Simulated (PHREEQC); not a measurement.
Acid mine or pickling water: speciation

Model water analysis in mg/L, 40 °C, pH 2.77, pe 12.7: Na 45.8; K 20.1; Ca 224; Mg 302; Cl 434; S(6) as SO4 1440; Si as SiO2 2.79; Al 0.169; Li 1.22; Fe(3) 7.16.

Valence states are taken as typed.

Computed with PHREEQC (ion-association model, wateq4f.dat).

Precipitation was switched off in this run.

Question: Predict the ionic strength, charge-balance error.

Answer: ionic strength 0.0487 mol/kgw; charge-balance error -0.2 %.

Question: In which forms is S present?

Answer: SO4-2 52 %, MgSO4 30 %, CaSO4 10 %, HSO4- 6.7 %, FeSO4+ 0.6 % of the S.

Examples of supersaturated solids here: Jarosite-K, Hematite (slow to form). Others may be too. At this temperature some constants are extrapolated from 25 °C, and those without enthalpy data are left unchanged.
